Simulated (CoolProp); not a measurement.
Saturation properties of n-decane (Tc = 344.5 °C, pc = 2.101 MPa, ω = 0.488).

Model: reference Helmholtz-energy equation of state, Lemmon 2006, in CoolProp. It is a short technical equation, of lower accuracy than the large ones.

```tsv
T (°C)	p (MPa)	enthalpy of vaporisation (kJ/kg)	liquid cp (kJ/(kg K))	vapour Z	liquid viscosity (µPa s)	vapour viscosity (µPa s)
83.05	0.004679	329.3	2.422	___	426	6.24
103.95	0.01118	317.8	2.510	0.9868	350	___
124.75	0.02377	306.2	2.598	0.9772	294	6.92
145.65	0.04624	294.0	2.688	___	249	7.26
166.55	0.08325	281.2	2.779	0.9445	214	7.59
187.45	0.1405	267.6	2.871	0.9200	184	7.93
208.25	0.2243	252.8	2.967	0.8891	160	8.28
229.15	0.3429	236.5	___	0.8507	138	8.67
250.05	0.5045	218.2	3.180	0.8035	119	9.13
270.95	0.7190	197.0	3.313	0.7456	___	9.72
```

### Question
Some entries are withheld; supply them.

### Answer

- 83.05, vapour Z: 0.9931
- 103.95, vapour viscosity (µPa s): 6.59
- 145.65, vapour Z: 0.9633
- 229.15, liquid cp (kJ/(kg K)): 3.068
- 270.95, liquid viscosity (µPa s): 102

It boils at 174.1 °C under 1 atm.

Viscosity comes from a separate model (Huber 2004).
